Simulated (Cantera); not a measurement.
Cantera with NASA thermochemical tables; ideal gases at 1 bar, condensed phases pure. Values are per mole of reaction as written; species without (g) are pure solids or liquids, kept so even where they would boil at 1 bar.

a) 0.8 V + O2(g) ⇌ 0.4 V2O5
b) 1.333 Ti + O2(g) ⇌ 0.6667 Ti2O3
c) 2 Pb + O2(g) ⇌ 2 PbO(g)

### Question
Order these by ΔG° at 1698 K, most negative first.

### Answer
b (-709 kJ), a (-360 kJ), c (-59 kJ)
